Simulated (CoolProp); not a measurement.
Vapour-liquid equilibrium of carbonyl sulfide (1) + propane (2) at 1.1 MPa; x and y are mole fractions of (1).

The numbers come from the multi-fluid Helmholtz-energy mixture model, Lemmon 2006 and Lemmon 2009; pair parameters Bell 2016 in CoolProp.

| x | bubble temperature (K) | y at the bubble point | dew temperature at overall composition x (K) | liquid density (mol/L) |
|---|---|---|---|---|
| 0.05 | 303.0 | 0.066 | 303.2 | … |
| 0.15 | … | 0.187 | 301.9 | 11.61 |
| 0.25 | 300.1 | 0.298 | 300.7 | 12.08 |
| 0.35 | 298.9 | 0.403 | … | 12.58 |
| 0.45 | 297.8 | 0.504 | 298.4 | 13.11 |
| 0.55 | … | 0.602 | 297.3 | 13.68 |
| 0.65 | 295.7 | 0.696 | 296.2 | 14.28 |
| 0.75 | 294.7 | 0.788 | 295.1 | 14.93 |
| 0.85 | 293.7 | 0.877 | 294.0 | 15.63 |
| 0.95 | 292.6 | 0.960 | 292.8 | 16.38 |

Question: What belongs in the gaps?

Answer: 
- 0.05, liquid density (mol/L): 11.17
- 0.15, bubble temperature (K): 301.4
- 0.35, dew temperature at overall composition x (K): 299.5
- 0.55, bubble temperature (K): 296.7

No azeotrope shows between x = 0.05 and 0.95.

Pair parameters are fitted to limited data, so mixtures are less certain than the pure fluids.
